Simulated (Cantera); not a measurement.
## Premixed flame

A freely propagating, adiabatic, planar premixed flame of H2 : O2 : N2 : H2O = 1 : 0.649 : 2.66 : 1.2 (molar parts), unburnt at 375 K and 0.132 atm; multicomponent+Soret transport, grid criteria slope 0.08 and curve 0.16, no radiation.

Computed with Cantera and the H2/O2 subset of GRI-Mech 3.0, which has no nitrogen chemistry. Burning velocities carry a grid error of a few per cent, more on coarse grids.

| z (mm) | T (K) | u (m/s) | x H2 | x O2 | x H2O | x HO2 | x O | x OH |
|---|---|---|---|---|---|---|---|---|
| -13.3 | 375 | 0.953 | 0.181 | 0.118 | 0.218 | <1e-8 | <1e-8 | <1e-8 |
| -8.90 | 375 | 0.953 | 0.181 | 0.118 | 0.218 | <1e-8 | <1e-8 | <1e-8 |
| -6.67 | 375 | 0.952 | 0.180 | 0.118 | 0.218 | 3.67e-8 | <1e-8 | <1e-8 |
| -4.45 | 376 | 0.948 | 0.175 | 0.119 | 0.220 | 7.89e-7 | 1.11e-8 | <1e-8 |
| -2.22 | 417 | 1.02 | 0.144 | 0.122 | 0.229 | 9.53e-5 | 1.60e-6 | 1.19e-5 |
| -1.11 | 637 | 1.52 | 0.112 | 0.115 | 0.256 | 0.000101 | 6.86e-5 | 0.000334 |
| 0 | 942 | 2.22 | 0.0716 | 0.0915 | 0.308 | 3.85e-5 | 0.00101 | 0.000715 |
| 1.11 | 1157 | 2.72 | 0.0361 | 0.0630 | 0.361 | 1.86e-5 | 0.00290 | 0.00229 |
| 2.22 | 1278 | 3.00 | 0.0210 | 0.0485 | 0.387 | 1.20e-5 | 0.00353 | 0.00396 |
| 4.45 | 1398 | 3.27 | 0.0149 | 0.0414 | 0.401 | 8.26e-6 | 0.00310 | 0.00519 |
| 8.90 | 1499 | 3.49 | 0.0109 | 0.0377 | 0.412 | 5.88e-6 | 0.00210 | 0.00533 |
| 17.8 | 1575 | 3.65 | 0.00667 | 0.0350 | 0.421 | 3.91e-6 | 0.00118 | 0.00463 |
| 35.6 | 1621 | 3.75 | 0.00334 | 0.0334 | 0.428 | 2.27e-6 | 0.000561 | 0.00346 |
x: mole fraction of selected species; z is measured from the peak of heat release.

```json
{
  "laminar_burning_velocity": "95.3 cm/s",
  "thermal_thickness": "4.45 mm",
  "peak x(HO2)": "0.000146",
  "peak x(O)": "0.00354",
  "peak x(OH)": "0.00539",
  "grid_points": "103"
}
```
